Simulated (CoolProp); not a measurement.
The numbers come from the reference Helmholtz-energy equation of state, Zhou 2011 in CoolProp.

For dimethyl carbonate, give the phase and the density (kg/m³) at 421.3 K and 15.4 bar.


- 421.3 K and 15.4 bar: liquid; density 889
